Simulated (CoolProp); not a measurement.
Saturation properties of R1234ze(Z).

Computed with CoolProp (reference Helmholtz-energy equation of state, Akasaka 2019).

```csv
T (°C),p (kPa),liquid density (kg/m³),liquid cp (kJ/(kg K)),vapour Z,surface tension (mN/m)
46.25,350.3,1165,1.341,0.8853,10.2
50.95,401.8,1152,1.357,0.8744,9.63
55.75,460.1,1137,1.375,0.8626,9.07
60.45,523.2,1123,1.393,0.8503,8.52
65.15,592.8,1108,1.412,0.8374,7.98
69.85,669.1,1092,1.432,0.8237,7.44
74.65,754.5,1076,1.454,0.8089,6.90
79.35,845.9,1060,1.477,0.7936,6.38
84.05,945.3,1043,1.502,0.7776,5.87
88.75,1053,1025,1.530,0.7606,5.36
93.45,1171,1007,1.561,0.7426,4.87
98.25,1300,987.8,1.597,0.7233,4.37
```

It boils at 9.7 °C under 1 atm.

Surface tension comes from a separate correlation (Kondou 2015).
